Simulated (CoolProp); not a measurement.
A Linde-Hampson liquefier for ethylene: isothermal reversible compression at 300 K from 1 atm to 10 MPa, throttling to 1 atm, return gas leaving the recuperator 2 K below the feed. Each further row changes one setting.

Model: reference Helmholtz-energy equation of state, Smukala 2000, in CoolProp.

```tsv
case	liquid yield per pass	compression work (kJ/kg of gas)
as stated	0.431	346
high pressure 20 MPa	0.475	373
warm-end temperature 330 K	0.266	405
warm-end gap 7 K	0.424	346
```
